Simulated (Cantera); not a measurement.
An adiabatic, constant-pressure homogeneous reactor starts with CH4 : C2H6 : O2 : N2 = 1 : 0.036 : 1.77 : 5.32 (molar parts), at 1498 K and 5.80 bar.

Model: GRI-Mech 3.0 (53 species, 325 reactions), integrated in Cantera.

x: mole fraction; the columns are a selection and need not sum to one.

| t (s) | T (K) | x CH4 | x C2H6 | x O2 | x H | x H2O2 | x C2H4 | x NO |
|---|---|---|---|---|---|---|---|---|
| 2.00e-6 | 1498 | 0.123 | 0.00442 | 0.218 | 3.08e-8 | 4.54e-8 | 5.80e-7 | <1e-12 |
| 5.34e-6 | 1498 | 0.123 | 0.00440 | 0.218 | 8.87e-8 | 2.42e-7 | 4.43e-6 | <1e-12 |
| 1.43e-5 | 1498 | 0.123 | 0.00434 | 0.218 | 3.39e-7 | 9.81e-7 | 3.70e-5 | <1e-12 |
| 3.81e-5 | 1501 | 0.122 | 0.00428 | 0.217 | ___ | ___ | ___ | <1e-12 |
| 0.000102 | 1534 | 0.115 | 0.00418 | 0.211 | 4.92e-6 | 1.38e-5 | 0.00167 | 1.43e-11 |
| 0.000271 | 2977 | <1e-12 | <1e-12 | 0.00779 | 0.0118 | 6.69e-7 | <1e-12 | 0.00458 |
| 0.000724 | 2970 | <1e-12 | <1e-12 | 0.00717 | 0.0117 | 6.34e-7 | <1e-12 | 0.00742 |
| 0.00193 | 2970 | <1e-12 | <1e-12 | 0.00716 | 0.0117 | 6.33e-7 | <1e-12 | 0.00746 |
| 0.00516 | 2970 | <1e-12 | <1e-12 | 0.00716 | 0.0117 | 6.33e-7 | <1e-12 | 0.00746 |
| 0.0138 | 2970 | <1e-12 | <1e-12 | 0.00716 | 0.0117 | 6.33e-7 | <1e-12 | 0.00746 |
| 0.0368 | 2970 | <1e-12 | <1e-12 | 0.00716 | 0.0117 | 6.33e-7 | <1e-12 | 0.00746 |
| 0.0982 | 2970 | <1e-12 | <1e-12 | 0.00716 | 0.0117 | 6.33e-7 | <1e-12 | 0.00746 |
| 0.262 | 2970 | <1e-12 | <1e-12 | 0.00716 | 0.0117 | 6.33e-7 | <1e-12 | 0.00746 |
| 0.700 | 2970 | <1e-12 | <1e-12 | 0.00716 | 0.0117 | 6.33e-7 | <1e-12 | 0.00746 |

Problem. Some entries are withheld; supply them.

Solution. 
- 3.81e-5, x H: 8.90e-7
- 3.81e-5, x H2O2: 2.48e-6
- 3.81e-5, x C2H4: 0.000255
